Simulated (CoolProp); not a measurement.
Model: reference Helmholtz-energy equation of state, Gao 2016, in CoolProp.

### Question
For sulfur dioxide, give the phase and the density (kg/m³), cv (kJ/(kg K)), Joule-Thomson coefficient (K/MPa), isothermal compressibility (1/MPa) at 462.1 K and 67.6 bar; 462.1 K and 154 bar.

### Answer
- 462.1 K and 67.6 bar: gas; density 156, cv 0.701, Joule-Thomson coefficient 9.98, isothermal compressibility 0.218
- 462.1 K and 154 bar: supercritical; density 733, cv 0.810, Joule-Thomson coefficient 2.38, isothermal compressibility 0.0502
